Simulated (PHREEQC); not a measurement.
Make-up at 20 °C: 0.027 mol KHCO3, 6.4e-05 mol Na2B4O7 and 0.23 mol NaCl per kg of water. Closed to the air; pH follows from the charge balance.

Computed with PHREEQC (ion-association model, wateq4f.dat).

**Question.** The ionic strength comes out as 0.256 mol/kgw. What activity coefficients do H2BO3-, CO3-2, HCO3-, NaCO3-, Na+ get?

**Answer.** H2BO3- 0.66, CO3-2 0.29, HCO3- 0.73, NaCO3- 0.73, Na+ 0.73.

No solid was allowed to form.
